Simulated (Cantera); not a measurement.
What does this Cantera script print?

```python
import numpy as np
import cantera as ct

gas_names = """
    Cr CrN CrO CrO2 CrO3 H HNO HNO2 HNO3 HO2 H2 H2O H2O2 N NH NH2 NH3 NH2OH NO NO2 NO3 N2 N2H2 N2H4 N2O
    O OH O2 O3
""".split()
cond_names = """
    Cr(cr) Cr(L) CrN(s) Cr2N(s) Cr2O3(s) Cr2O3(L) H2O(s) H2O(L)
""".split()


# ... load() reads the species with a 1 bar reference pressure and builds the phases ...
atoms = {
    'Cr': {'Cr': 1},
    'O2': {'O': 2},
    'H2': {'H': 2},
    'NH3': {'N': 1, 'H': 3},
}
top_T = {'CrN(s)': 1900, 'Cr2N(s)': 1900}  # K; cautious upper limits of use, not melting points


# ... equilibrate(T, P, feed) seeds the gas with the atoms and calls Mixture.equilibrate('TP', solver="vcs", rtol=1e-11, max_steps=5000) ...
results = []
feed = {'Cr': 1, 'O2': 0.021, 'H2': 140, 'NH3': 0.35}  # mol
P = 490  # Pa
for T in [850, 1050, 1250, 1450, 1650, 1850, 2050, 2250]:
    mix = equilibrate(T, P, feed)
    results.append((T, P, feed, dict(zip(mix.species_names, mix.species_moles))))

top = {s: max(r[3][s] / sum(r[3][g] for g in gas_names) for r in results) for s in gas_names}
cols = sorted((s for s in top if top[s] > 1e-05), key=lambda s: -top[s])[:5]
seen = [c for c in cond_names if any(r[3].get(c, 0) > 1e-12 for r in results)]
print("log10 of partial pressures in bar; condensed amounts in mol")
print(f"{'T/K':>10s}" + "".join(f"{s[:9]:>10s}" for s in cols + seen))
for T, P, feed, n in results:
    ng = sum(n[g] for g in gas_names)
    print(f"{T:10.4g}" + "".join(f"{np.log10(max(n[s] / ng * P / 1e5, 1e-99)):10.3f}" for s in cols)
          + "".join(f"{n.get(c, 0):10.4g}" for c in seen))
```

Result:

```
log10 of partial pressures in bar; condensed amounts in mol
       T/K        H2         H        Cr        N2       H2O    Cr(cr)   Cr2N(s)  Cr2O3(s)
       850    -2.310   -11.843   -16.657    -7.591    -8.569     0.275    0.3485   0.01397
      1050    -2.310    -9.246   -12.057    -5.215    -7.080    0.9736         0    0.0132
      1250    -2.310    -7.471    -8.947    -5.215    -6.081    0.9878         0  0.006066
      1450    -2.311    -6.180    -6.713    -5.215    -5.835    0.9944         0         0
      1650    -2.312    -5.198    -5.036    -5.216    -5.836    0.7349         0         0
      1850    -2.317    -4.427    -4.463    -5.220    -5.842         0         0         0
      2050    -2.328    -3.808    -4.468    -5.225    -5.849         0         0         0
      2250    -2.360    -3.309    -4.484    -5.240    -5.871         0         0         0
```

Equilibrium computed with Cantera from the NASA thermochemical tables; the gas is ideal and each condensed phase is pure. Mutual solubility and eutectic melting of coexisting phases are not modelled.
